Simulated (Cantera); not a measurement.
A freely propagating, adiabatic, planar premixed flame of CH₄ : C₂H₆ : C₃H₈ : O₂ : N₂ = 1 : 0.26 : 0.18 : 2.54 : 9.55 (molar parts), unburnt at 623 K and 3750 Torr; multicomponent+Soret transport, grid criteria slope 0.08 and curve 0.16, no radiation.

Model: GRI-Mech 3.0 (53 species, 325 reactions), integrated in Cantera. GRI-Mech 3.0 was tuned for natural gas; its chemistry of propane as a main component is partial and can be far from experiment. Burning velocities carry a grid error of a few per cent, more on coarse grids.

x: mole fraction of selected species; z is measured from the peak of heat release.

| z (mm) | T (K) | u (m/s) | x CH₄ | x C₂H₆ | x C₃H₈ | x O₂ | x H₂ | x H₂O₂ |
|---|---|---|---|---|---|---|---|---|
| -0.478 | 624 | 0.433 | 0.0735 | 0.0192 | 0.0133 | 0.187 | 0.00344 | (withheld) |
| -0.319 | 629 | 0.438 | 0.0728 | 0.0191 | 0.0132 | 0.186 | 0.00744 | (withheld) |
| -0.239 | 647 | 0.453 | 0.0712 | 0.0190 | 0.0132 | 0.184 | 0.0120 | (withheld) |
| -0.159 | 746 | 0.528 | 0.0656 | 0.0182 | 0.0130 | 0.173 | 0.0206 | (withheld) |
| -0.0797 | 1149 | 0.839 | 0.0481 | 0.0121 | 0.00856 | 0.127 | 0.0364 | (withheld) |
| -0.0399 | 1511 | 1.13 | 0.0319 | 0.00505 | 0.00244 | 0.0818 | 0.0469 | (withheld) |
| 0 | 1854 | 1.42 | 0.0147 | 0.000590 | 4.06e-5 | 0.0368 | 0.0548 | (withheld) |
| 0.0399 | 2042 | 1.57 | 0.00567 | 4.78e-5 | 8.49e-8 | 0.0131 | 0.0583 | (withheld) |
| 0.0797 | 2116 | 1.63 | 0.00284 | 8.98e-6 | <1e-8 | 0.00461 | 0.0606 | (withheld) |
| 0.159 | 2159 | 1.67 | 0.00150 | 1.35e-6 | <1e-8 | 0.000799 | 0.0642 | (withheld) |
| 0.319 | 2172 | 1.68 | 0.000961 | 2.60e-7 | <1e-8 | 6.48e-5 | 0.0677 | <1e-8 |
| 0.638 | 2172 | 1.68 | 0.000611 | 7.78e-8 | <1e-8 | 2.91e-6 | 0.0705 | <1e-8 |
| 1.28 | 2170 | 1.68 | 0.000289 | 1.63e-8 | <1e-8 | 7.73e-7 | 0.0726 | <1e-8 |

**Question.** What belongs in the gaps?

**Answer.** 
- -0.478, x H₂O₂: 2.64e-7
- -0.319, x H₂O₂: 1.59e-6
- -0.239, x H₂O₂: 6.76e-6
- -0.159, x H₂O₂: 3.64e-5
- -0.0797, x H₂O₂: 0.000105
- -0.0399, x H₂O₂: 2.47e-5
- 0, x H₂O₂: 3.26e-6
- 0.0399, x H₂O₂: 9.95e-7
- 0.0797, x H₂O₂: 3.11e-7
- 0.159, x H₂O₂: 4.48e-8
